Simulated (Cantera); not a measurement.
**Fluorocarbon and chlorocarbon gases: CH3F + CH4 + H2**

Charge: 1 mol CH3F, 0.014 mol CH4, 3.5 mol H2, at 1627 °C and 1.00 Torr.

These are equilibrium values from Cantera (NASA tables, ideal gas, pure condensed phases), not measurements of a reactor. Candidate condensed phases: C, C6H6, C7H8, C8H18; 95 gas species. The numbers say what is thermodynamically allowed, not how fast it happens.

The x(H2) is 0.801. The x(HF) is 0.179 and the x(H) is 0.0195. The x(C2H2 (acetylene)) is 0.000306 and the x(F) is 1.17e-6. The n(C(graphite)) is 1.01 mol and the gas amount is 5.582 mol.
